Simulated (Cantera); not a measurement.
A closed system holds: 1 mol TiO2, a varied amount of H2, held at 1648 K and 1.33 mbar.

Method: chemical equilibrium by Gibbs-energy minimisation in Cantera with the NASA 1993 tables (ideal gas, pure condensed phases). Candidate condensed phases: H2O, Ti, TiO, TiO2, Ti2O3, Ti3O5, Ti4O7; 12 gas species. Mutual solubility and eutectic melting of coexisting phases are not modelled. Condensed phases not in the tables: Magnéli phases beyond Ti4O7. Equilibrium is a limit: real reactors are often held back by kinetics, nucleation or transport.

x: gas mole fraction; n: condensed amount in mol.

```tsv
n(H2) (mol)	x H2	x H2O	x H	x OH	n TiO2(rutile)	n Ti4O7(s)	n Ti3O5(s)
6	0.956	0.0415	0.00238	4.65e-6	0.00203	0.249	0
8.4	0.968	0.0297	0.00240	3.31e-6	0	0.250	0
12	0.977	0.0208	0.00241	2.31e-6	0	0.250	0
17	0.983	0.0147	0.00242	1.62e-6	0	0.250	0
23	0.984	0.0137	0.00242	1.51e-6	0	0.0530	0.263
33	0.987	___	0.00242	___	0	0	0.333
46	0.990	0.00724	0.00243	7.97e-7	0	0	0.333
65	0.992	___	0.00243	___	0	0	0.333
91	0.994	0.00366	0.00243	4.02e-7	0	0	0.333
130	0.995	0.00256	0.00243	2.81e-7	0	0	0.333
180	0.996	0.00185	0.00243	2.03e-7	0	0	0.333
250	0.996	0.00133	0.00243	1.46e-7	0	0	0.333
```

Task: What belongs in the gaps?

Result: 
- 65, x H2O: 0.00512
- 65, x OH: 5.63e-7
- 33, x H2O: 0.0101
- 33, x OH: 1.11e-6
